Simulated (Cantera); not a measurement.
Charge: 1 mol SiHCl3, 0.52 mol Cl2, a varied amount of H2, held at 0.100 bar.

Method: chemical equilibrium by Gibbs-energy minimisation in Cantera with the NASA 1993 tables (ideal gas, pure condensed phases). Candidate condensed phases: Si; 19 gas species. The tables' values for SiCl3 are old estimates. Kinetics and transport are ignored.

What condenses at these points (T in K, n(H2) in mol): (1423, 6.9); (1123, 68); (973, 22); (1523, 68)?


```json
[
 {"T (K)": "1423", "n(H2) in mol": "6.9", "condensed phases": "gas only", "Si condensed (%)": "0.0"},
 {"T (K)": "1123", "n(H2) in mol": "68", "condensed phases": "Si", "Si condensed (%)": "30.0"},
 {"T (K)": "973", "n(H2) in mol": "22", "condensed phases": "gas only", "Si condensed (%)": "0.0"},
 {"T (K)": "1523", "n(H2) in mol": "68", "condensed phases": "Si", "Si condensed (%)": "52.2"}
]
```
